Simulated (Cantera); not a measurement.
A closed system holds: 1 mol CH3SiCl3, 0.013 mol C2H2, 970 mol H2, equilibrated at 43.5 Torr.

Cantera equilibrium calculation (NASA polynomials, part measured and part estimated; ideal gas, pure solids and liquids). Candidate condensed phases: C, C6H6, C7H8, C8H18, Si, SiC; 109 gas species. The feed counts by its element totals alone. The numbers say what is thermodynamically allowed, not how fast it happens. All values below are at 1052 °C.

Base state: H2 0.997, HCl 0.00308, CH4 2.80e-5 (mole fractions); condensed: SiC(s).

**Question.** What changes in the equilibrium state with this change: CH3SiCl3 replaced by Si(CH3)4?

**Answer.** 
```
species            before     after
----------------  -------  --------
H2                  0.997     1.000
CH4               2.80e-5  0.000389
HCl               0.00308         0
SiC(s), mol         0.999     1.000
C(graphite), mol        0      2.64
```

**Question.** What changes in the equilibrium state with this change: CH3SiCl3 replaced by SiH2Cl2?

**Answer.** 
| species | before | after |
|---|---|---|
| H2 | 0.997 | 0.998 |
| HCl | 0.00308 | 0.00203 |
| SiCl2 | 1.21e-6 | 1.14e-5 |
| CH4 | 2.80e-5 | 1.30e-6 |
| SiC(s), mol | 0.999 | 0.0247 |
| Si(s), mol | 0 | 0.964 |
Mutual solubility and eutectic melting of coexisting phases are not modelled.
